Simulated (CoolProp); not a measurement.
Vapour-liquid equilibrium of R1234yf (1) + R1234ze(E) (2) at 66.15 °C; x and y are mole fractions of (1).

Model: multi-fluid Helmholtz-energy mixture model, Lemmon 2022 and Thol 2016; pair parameters Bell 2022, in CoolProp.

Problem. Give the bubble pressure and the first vapour's composition at x = 0.2, 0.65, 0.8. Is there an azeotrope?

Solution. x = 0.2: 1.565 MPa, y = 0.229; x = 0.65: 1.745 MPa, y = 0.680; x = 0.8: 1.802 MPa, y = 0.820. No azeotrope shows between x = 0.05 and 0.95.

The pair parameters rest on a limited set of measurements; away from them the model extrapolates.
